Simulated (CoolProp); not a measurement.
Vapour-liquid equilibrium of methane (1) + ethane (2) at 0.583 bar; x and y are mole fractions of (1).

The numbers come from the multi-fluid Helmholtz-energy mixture model, Setzmann 1991 and Bücker 2006; pair parameters Kunz 2012 in CoolProp.

| x | bubble temperature, mixture model (K) | bubble temperature, Raoult's law (K) | y, mixture model | y, Raoult's law |
|---|---|---|---|---|
| 0.05 | ___ | 149.1 | ___ | 0.855 |
| 0.2 | ___ | 126.1 | ___ | 0.989 |
| 0.35 | ___ | 118.0 | 0.998 | 0.997 |
| 0.5 | ___ | 113.4 | 0.999 | 0.999 |
| 0.65 | ___ | 110.2 | 0.999 | 1.000 |
| 0.8 | ___ | 107.8 | 1.000 | 1.000 |
| 0.95 | 105.9 | 105.9 | 1.000 | 1.000 |

Q: What belongs in the gaps?

A: 
- 0.05, bubble temperature, mixture model (K): 145.1
- 0.05, y, mixture model: 0.896
- 0.2, bubble temperature, mixture model (K): 122.1
- 0.2, y, mixture model: 0.993
- 0.35, bubble temperature, mixture model (K): 115.2
- 0.5, bubble temperature, mixture model (K): 111.6
- 0.65, bubble temperature, mixture model (K): 109.3
- 0.8, bubble temperature, mixture model (K): 107.5

The largest gap from Raoult's law is -4.0 K in bubble temperature, at x = 0.2. No azeotrope shows between x = 0.05 and 0.95.

Pair parameters are fitted to limited data, so mixtures are less certain than the pure fluids.
